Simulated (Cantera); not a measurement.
A closed system holds: 1 mol TEOS, 18 mol N2O, 1.8 mol N2, 1.3 mol H2O, at 75.0 Torr.

Cantera equilibrium calculation (NASA polynomials, part measured and part estimated; ideal gas, pure solids and liquids). Candidate condensed phases: C, C6H6, C7H8, C8H18, H2O, Si, SiC, SiO2, Si2N2O, Si3N4; 151 gas species. The feed counts by its element totals alone. The tables hold silica as quartz up to 1696 K and as liquid above; real silica turns to tridymite and cristobalite and melts near 1996 K. Gases not in the tables: Si(OH)4. Kinetics and transport are ignored.

### Question
Which condensed phases are stable at each of these points (T (°C)): 950, 1050, 1150, 1250, 1350, 1450, 1550?

### Answer
```json
[
 {"T (°C)": "950", "condensed phases": "SiO2(β-quartz)", "Si condensed (%)": "100.0"},
 {"T (°C)": "1050", "condensed phases": "SiO2(β-quartz)", "Si condensed (%)": "100.0"},
 {"T (°C)": "1150", "condensed phases": "SiO2(β-quartz)", "Si condensed (%)": "100.0"},
 {"T (°C)": "1250", "condensed phases": "SiO2(β-quartz)", "Si condensed (%)": "100.0"},
 {"T (°C)": "1350", "condensed phases": "SiO2(β-quartz)", "Si condensed (%)": "100.0"},
 {"T (°C)": "1450", "condensed phases": "SiO2(condensed)", "Si condensed (%)": "100.0"},
 {"T (°C)": "1550", "condensed phases": "SiO2(condensed)", "Si condensed (%)": "100.0"}
]
```

From 950 °C to 1350 °C the condensed part is SiO2(β-quartz). From 1450 °C to 1550 °C the condensed part is SiO2(condensed).
